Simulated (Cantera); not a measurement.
Input: 1 mol trisilylamine, 0.43 mol NH₃, 7 mol H₂, equilibrated at 1875 K.

Equilibrium computed with Cantera from the NASA thermochemical tables; the gas is ideal and each condensed phase is pure. Candidate condensed phases: Si, Si₃N₄; 18 gas species. The feed counts by its element totals alone. Mutual solubility and eutectic melting of coexisting phases are not modelled. Gases not in the tables: Si₂H₆ and higher silanes. The numbers say what is thermodynamically allowed, not how fast it happens.

What share of the Si ends up in condensed phases as a function of P (Pa), at 5, 21, 85, 350, 1400, 5900, 24000, 100000?


```csv
P (Pa),Si condensed (%),as
5,0.0,-
21,79.5,Si(l)
85,95.1,Si(l)
350,98.8,Si(l)
1400,99.7,Si(l)
5900,99.9,Si(l)
24000,100.0,Si(l)
100000,100.0,Si(l) + Si₃N₄(s)
```
